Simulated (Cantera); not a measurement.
Charge: 1 mol Pb, 0.61 mol CO₂, 2.1 mol CO, at 1.10 bar.

These are equilibrium values from Cantera (NASA tables, ideal gas, pure condensed phases), not measurements of a reactor. Candidate condensed phases: C, Pb, PbO, PbO₂, Pb₃O₄; 15 gas species. Rates play no part. All values below are at 1648 K.

Base state: CO 0.712, CO₂ 0.207, Pb 0.0816, Pb₂ 8.02e-5, PbO 7.07e-5 (mole fractions); condensed: Pb(l).

What changes in the equilibrium state with this change: pressure from 1.10 bar to 10.0 mbar?


| species | before | after |
|---|---|---|
| CO | 0.712 | 0.566 |
| Pb | 0.0816 | 0.269 |
| CO₂ | 0.207 | 0.164 |
| Pb₂ | 8.02e-5 | 7.93e-6 |
| PbO | 7.07e-5 | 0.000233 |
| Pb(l), mol | 0.758 | 0 |
